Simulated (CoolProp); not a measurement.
Aqueous potassium acetate as a coolant, 42 % by mass, freezing at -46.3 °C, 1 atm.

Computed with CoolProp (Melinder's fits for secondary coolants).

```json
[
 {"T (°C)": "-34.4", "Prandtl number": "349", "conductivity (W/(m K))": "0.407", "cp (kJ/(kg K))": "2.769", "viscosity (mPa s)": "51.3"},
 {"T (°C)": "-26.2", "Prandtl number": "?", "conductivity (W/(m K))": "0.416", "cp (kJ/(kg K))": "?", "viscosity (mPa s)": "28.4"},
 {"T (°C)": "-18.1", "Prandtl number": "114", "conductivity (W/(m K))": "0.424", "cp (kJ/(kg K))": "2.810", "viscosity (mPa s)": "?"},
 {"T (°C)": "-9.9", "Prandtl number": "?", "conductivity (W/(m K))": "0.433", "cp (kJ/(kg K))": "2.831", "viscosity (mPa s)": "11.2"},
 {"T (°C)": "-1.8", "Prandtl number": "50.2", "conductivity (W/(m K))": "?", "cp (kJ/(kg K))": "2.851", "viscosity (mPa s)": "7.78"},
 {"T (°C)": "6.4", "Prandtl number": "36.3", "conductivity (W/(m K))": "0.450", "cp (kJ/(kg K))": "2.872", "viscosity (mPa s)": "5.69"},
 {"T (°C)": "14.5", "Prandtl number": "27.6", "conductivity (W/(m K))": "0.458", "cp (kJ/(kg K))": "2.892", "viscosity (mPa s)": "4.37"},
 {"T (°C)": "22.7", "Prandtl number": "21.6", "conductivity (W/(m K))": "0.467", "cp (kJ/(kg K))": "2.914", "viscosity (mPa s)": "3.47"},
 {"T (°C)": "30.8", "Prandtl number": "17.4", "conductivity (W/(m K))": "0.476", "cp (kJ/(kg K))": "2.935", "viscosity (mPa s)": "2.83"}
]
```

Complete the blanks.


- -26.2, Prandtl number: 190
- -26.2, cp (kJ/(kg K)): 2.789
- -18.1, viscosity (mPa s): 17.2
- -9.9, Prandtl number: 73.1
- -1.8, conductivity (W/(m K)): 0.441
